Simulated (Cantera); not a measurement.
Feed: 1 mol MgO, a varied amount of CO, equilibrated at 0.00950 bar.

Cantera equilibrium calculation (NASA polynomials, part measured and part estimated; ideal gas, pure solids and liquids). Candidate condensed phases: C, Mg, MgCO3, MgO; 15 gas species. The numbers say what is thermodynamically allowed, not how fast it happens.

Task: What condenses at these points (T in K, n(CO) in mol): (1750, 7.4); (2550, 5.9); (1650, 1.2); (1550, 4.7); (2150, 3.7)?

Result: 
```
T (K)  n(CO) in mol  condensed phases  Mg condensed (%)
-----  ------------  ----------------  ----------------
1750            7.4               MgO              98.0
2550            5.9          gas only               0.0
1650            1.2               MgO              99.9
1550            4.7               MgO              99.8
2150            3.7               MgO              82.3
```
